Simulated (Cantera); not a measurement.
Cantera run, input and output.

```python
import numpy as np
import cantera as ct

gas = ct.Solution("gri30.yaml")
gas.TPX = 448, 610000, {'CO': 1, 'H2': 0.077, 'CH4': 1.3, 'O2': 3.27, 'N2': 12.3}
flame = ct.FreeFlame(gas, width=0.011)
flame.set_refine_criteria(ratio=3, slope=0.08, curve=0.16)
flame.transport_model = "mixture-averaged"
flame.solve(loglevel=0, auto=True)
z, T = flame.grid, flame.T
thick = (T[-1] - T[0]) / np.gradient(T, z).max()
show = ['CO', 'H2', 'CH4', 'H', 'HO2', 'NO2']
print(f"laminar burning velocity  {flame.velocity[0] * 100:.3f} cm/s")
print(f"burnt temperature         {T[-1]:.1f} K")
print(f"thermal thickness         {thick * 1e3:.4f} mm")
print(f"grid points               {len(z)}")
z0 = z[flame.heat_release_rate.argmax()]
print(f"{'z/mm':>9s}{'T/K':>9s}{'u/(m/s)':>9s}" + "".join(f"{s:>11s}" for s in show))
rows = []
for k in (-3, -2, -1.5, -1, -0.5, -0.25, 0, 0.25, 0.5, 1, 2, 4, 8):
    zz = z0 + k * thick
    rows.append([k * thick, np.interp(zz, z, T), np.interp(zz, z, flame.velocity),
                 *(np.interp(zz, z, flame.X[gas.species_index(s)]) for s in show)])
    print(f"{rows[-1][0] * 1e3:9.3f}{rows[-1][1]:9.1f}{rows[-1][2]:9.3f}" + "".join(f"{x:11.3e}" for x in rows[-1][3:]))
```

Result:

```
laminar burning velocity  45.169 cm/s
burnt temperature         2356.7 K
thermal thickness         0.0942 mm
grid points               144
     z/mm      T/K  u/(m/s)         CO         H2        CH4          H        HO2        NO2
   -0.283    448.3    0.452  5.570e-02  4.597e-03  7.239e-02  1.455e-15  6.339e-08  5.308e-10
   -0.188    451.2    0.455  5.568e-02  5.123e-03  7.219e-02  1.375e-13  7.134e-07  7.379e-09
   -0.141    462.7    0.467  5.566e-02  5.802e-03  7.153e-02  4.811e-12  3.682e-06  4.299e-08
   -0.094    532.6    0.540  5.583e-02  7.098e-03  6.794e-02  7.518e-10  2.701e-05  3.140e-07
   -0.047    943.1    0.962  5.820e-02  9.169e-03  4.779e-02  6.347e-06  2.129e-04  1.105e-06
   -0.024   1372.7    1.402  6.142e-02  1.021e-02  2.598e-02  1.424e-04  2.692e-04  3.922e-07
    0.000   1799.9    1.833  6.043e-02  9.679e-03  5.186e-03  1.244e-03  1.398e-04  4.725e-08
    0.024   1995.2    2.015  4.571e-02  6.959e-03  1.978e-04  2.460e-03  3.470e-05  2.792e-08
    0.047   2082.6    2.088  3.327e-02  5.849e-03  3.695e-06  2.405e-03  1.958e-05  3.277e-08
    0.094   2178.9    2.169  2.301e-02  4.883e-03  3.148e-09  1.637e-03  1.086e-05  3.999e-08
    0.188   2262.9    2.241  1.627e-02  3.518e-03  5.194e-14  8.373e-04  5.589e-06  4.967e-08
    0.377   2319.0    2.289  1.146e-02  2.413e-03  2.171e-16  4.177e-04  3.219e-06  5.798e-08
    0.753   2347.7    2.312  8.688e-03  1.825e-03  5.461e-17  2.585e-04  2.364e-06  6.987e-08
```

Cantera simulation using GRI-Mech 3.0 (53 species, 325 reactions); the numbers are that mechanism's predictions, not measurements. Burning velocities carry a grid error of a few per cent, more on coarse grids.
